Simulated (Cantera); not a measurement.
A counterflow diffusion flame at 2.90 bar, nozzles 20 mm apart: fuel side 100 % H₂ at 600 K, oxidiser side 21.0 % O₂, 79.0 % N₂ at 375 K, fuel mass flux 0.18 times the oxidiser's; mixture-averaged transport, no radiation.

Model: the H2/O2 subset of GRI-Mech 3.0, which has no nitrogen chemistry, integrated in Cantera. The hydrogen kinetics of GRI-Mech 3.0 are dated; newer H2 mechanisms differ, most at raised pressure. The maximum strain rate includes the flame's own expansion and is several times the mean.

x: mole fraction; the columns are a selection and need not sum to one.

```
oxidiser flux (kg/m²/s)  max strain (1/s)  mean strain (1/s)  T max (K)  peak x OH  peak x H  peak x H₂O  peak x HO₂
-----------------------  ----------------  -----------------  ---------  ---------  --------  ----------  ----------
1.7                                   741                162       2636     0.0167   0.00854       0.290     2.12e-5
2.4                                  1040                229       2616     0.0170   0.00906       0.288     3.08e-5
3.2                                  1380                305       2599     0.0174   0.00964       0.287     3.96e-5
4.3                                  1830                410       2583     0.0178       ___       0.285     5.14e-5
5.8                                  2460                553       2561     0.0182       ___       0.283     6.63e-5
7.8                                  3300                744       2532     0.0186       ___       0.282     8.37e-5
11                                   4650               1050       2498     0.0190       ___       0.279    0.000107
```

### Question
What belongs in the gaps?

### Answer

- 4.3, peak x H: 0.0105
- 5.8, peak x H: 0.0115
- 7.8, peak x H: 0.0126
- 11, peak x H: 0.0142
